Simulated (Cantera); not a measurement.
Charge: 1 mol SiH2Cl2, 0.054 mol HCl, 1500 mol H2, 0.59 mol C2H2, at 1330 Pa.

Equilibrium computed with Cantera from the NASA thermochemical tables; the gas is ideal and each condensed phase is pure. Candidate condensed phases: C, C6H6, C7H8, C8H18, Si, SiC; 109 gas species. The numbers say what is thermodynamically allowed, not how fast it happens. All values below are at 1202 °C.

Base state: H2 0.998, HCl 0.00137, H 0.000112, CH4 3.86e-5 (mole fractions); condensed: C(graphite) + SiC(s).

Task: What changes in the equilibrium state with this change: SiH2Cl2 replaced by Si(CH3)4?

Result: 
```csv
species,before,after
H2,0.998,1.000
H,0.000112,0.000112
CH4,3.86e-5,3.87e-5
HCl,0.00137,3.58e-5
"C(graphite), mol",0.102,4.10
"SiC(s), mol",1.000,1.000
```
